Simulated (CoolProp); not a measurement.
Vapour-liquid equilibrium of CHF3 (R23) (1) + propylene (2) at 0.108 MPa; x and y are mole fractions of (1).

Values from CoolProp's multi-fluid Helmholtz-energy mixture model, Penoncello 2003 and Lemmon 2013; pair parameters Bell 2016.

```csv
x,bubble temperature (K),y at the bubble point,dew temperature at overall composition x (K),liquid density (mol/L)
0.05,214.7,0.459,225.8,(withheld)
0.15,202.8,0.736,(withheld),15.64
0.25,197.9,(withheld),220.9,16.15
0.35,195.6,0.849,218.1,16.62
0.45,194.5,(withheld),215.0,(withheld)
0.55,194.0,0.874,211.4,17.58
0.65,193.6,0.883,(withheld),18.12
0.75,193.2,0.894,202.0,18.72
0.85,192.7,(withheld),195.5,19.40
0.95,(withheld),0.959,192.4,20.17
```

Question: Fill in the missing entries.

Answer: 
- 0.05, liquid density (mol/L): 14.96
- 0.15, dew temperature at overall composition x (K): 223.5
- 0.25, y at the bubble point: 0.816
- 0.45, y at the bubble point: 0.865
- 0.45, liquid density (mol/L): 17.09
- 0.65, dew temperature at overall composition x (K): 207.2
- 0.85, y at the bubble point: 0.915
- 0.95, bubble temperature (K): 192.3

No azeotrope shows between x = 0.05 and 0.95.

Pair parameters are fitted to limited data, so mixtures are less certain than the pure fluids. With so large a gap from Raoult's law the liquid may split in two, which this calculation doesn't test in full.
